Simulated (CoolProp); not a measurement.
Values from CoolProp's reference Helmholtz-energy equation of state, Outcalt 1996. It is a modified Benedict-Webb-Rubin equation, recast in Helmholtz form.

**Question.** For R152A, give the phase and the cp (kJ/(kg K)), isothermal compressibility (1/MPa), expansivity (1/kK), viscosity (µPa s) at 383.9 K and 6.87 MPa; 396.8 K and 6.87 MPa; 474.2 K and 6.87 MPa.

**Answer.** 
- 383.9 K and 6.87 MPa: liquid; cp 2.57, isothermal compressibility 0.0342, expansivity 8.52, viscosity 66.8
- 396.8 K and 6.87 MPa: supercritical; cp 3.32, isothermal compressibility 0.0887, expansivity 15.6, viscosity 54.0
- 474.2 K and 6.87 MPa: supercritical; cp 1.93, isothermal compressibility 0.201, expansivity 6.11, viscosity 20.6

Viscosity comes from a separate model (Bell 2016), an estimate that may be off by 10 % or more.
